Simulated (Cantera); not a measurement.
**Si + Cl₂ + H₂ (silicon etching in halogen gases)**

A closed system holds: 1 mol Si, a varied amount of Cl₂, 48 mol H₂, held at 1398.15 K and 0.000120 bar.

Equilibrium computed with Cantera from the NASA thermochemical tables; the gas is ideal and each condensed phase is pure. Candidate condensed phases: Si; 19 gas species. The tables' values for SiCl₃, SiCl are old estimates; treat these amounts as uncertain. Kinetics and transport are ignored.

From 0.65 mol Cl₂ to 2.4 mol Cl₂ the condensed part is Si(s). From 3 mol Cl₂ to 5.1 mol Cl₂ nothing is condensed. The main Si-bearing gas is SiCl₂ throughout.

```
n(Cl₂) (mol)   x H₂   x HCl  x SiCl₂       x H   x SiCl₃     x Cl  n Si(s)
------------  -----  ------  -------  --------  --------  -------  -------
0.65          0.975  0.0234  0.00165  0.000427   2.16e-6  8.45e-6    0.919
0.84          0.968  0.0292  0.00259  0.000426   4.25e-6  1.06e-5    0.873
1.1           0.959  0.0365  0.00410  0.000424   8.46e-6  1.33e-5    0.797
1.4           0.949  0.0444  0.00611  0.000422   1.54e-5  1.62e-5    0.697
1.8           0.936  0.0539  0.00914  0.000419   2.81e-5  1.99e-5    0.543
2.4           0.919  0.0666   0.0142  0.000415   5.45e-5  2.48e-5    0.280
3             0.902  0.0783   0.0195  0.000411   8.88e-5  2.94e-5        0
3.9           0.869   0.112   0.0191  0.000403  0.000126  4.27e-5        0
5.1           0.827   0.154   0.0186  0.000394  0.000175  6.05e-5        0
```
x: gas mole fraction; n: condensed amount in mol.
